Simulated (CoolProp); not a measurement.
Hydrogen sulfide along the isotherm 127.35 °C: Z from the reference equation and from simpler models built on Tc = 100.0 °C, pc = 8999 kPa, ω = 0.101; each cubic takes its own stable root.

The numbers come from the reference Helmholtz-energy equation of state, Lemmon 2006 in CoolProp. It is a short technical equation, of lower accuracy than the large ones.

```tsv
p (kPa)	phase	reference	van der Waals	Redlich-Kwong	Soave-Redlich-Kwong
71.1	gas	0.9979	0.9980	0.9978	0.9978
120	gas	0.9965	0.9967	0.9963	0.9963
203	gas	0.9940	0.9943	0.9937	0.9938
342	gas	0.9899	0.9904	0.9894	0.9895
577	gas	0.9828	0.9838	0.9820	0.9823
974	gas	0.9708	0.9724	0.9695	0.9699
1640	gas	?	?	0.9480	?
2770	gas	0.9134	0.9179	?	0.9116
4680	gas	0.8460	0.8532	0.8418	?
7900	gas	0.7107	0.7186	0.7074	0.7141
13300	supercritical	0.3933	0.4026	0.4109	0.4320
22500	supercritical	0.4103	0.5175	0.4453	0.4521
```

Complete the blanks.


- 1640, reference: 0.9501
- 1640, van der Waals: 0.9527
- 1640, Soave-Redlich-Kwong: 0.9488
- 2770, Redlich-Kwong: 0.9102
- 4680, Soave-Redlich-Kwong: 0.8445
